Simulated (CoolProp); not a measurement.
n-pentane at 298.15 K and 0.0396 MPa is compressed adiabatically to 0.256 MPa with isentropic efficiency 0.75. Each further row changes one setting.

Values from CoolProp's reference Helmholtz-energy equation of state, Thol 2019.

```tsv
case	work (kJ/kg)	final temperature (K)	final density (kg/m³)
as stated	___	___	___
efficiency 1	___	___	7.12
efficiency 0.65	___	___	6.66
```

Task: Fill in the missing entries.

Result: 
- as stated, work (kJ/kg): 87.4
- as stated, final temperature (K): 351.7
- as stated, final density (kg/m³): 6.82
- efficiency 1, work (kJ/kg): 65.6
- efficiency 1, final temperature (K): 340.5
- efficiency 0.65, work (kJ/kg): 101
- efficiency 0.65, final temperature (K): 358.4
